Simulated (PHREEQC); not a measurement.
Solution (20 °C): 0.0024 mol FeCl3, 5.4e-05 mol CuCl2, 0.00051 mol HCl and 0.0036 mol Na2SO4 per kg of water. It is in equilibrium with CO2 at log p = 0 (atm). Otherwise closed; pH follows from the charge balance.

All values are PHREEQC results (ion-association model, phreeqc.dat), not measurements.

```json
{
  "pH": "2.94",
  "ionic_strength": "0.0158 mol/kgw",
  "total_alkalinity": "-5.31 meq/kg"
}
```

| species | molality | activity | log γ |
|---|---|---|---|
| CO2 | 0.0388 | 0.0389 | 0.002 |
| Cl- | 0.00779 | 0.00686 | -0.055 |
| Na+ | 0.00716 | 0.00633 | -0.053 |
| SO4-2 | 0.00204 | 0.00126 | -0.212 |
| H+ | 0.00129 | 0.00116 | -0.046 |
| FeSO4+ | 0.00128 | 0.00114 | -0.053 |
| FeOH+2 | 0.000622 | 0.000382 | -0.211 |
| Fe+3 | 0.000242 | 9.25e-5 | -0.418 |

Precipitation was switched off in this run. Saturation is exceeded, for instance for Hematite (slow to form), Goethite (slow to form); the values hold only as long as no solid forms.
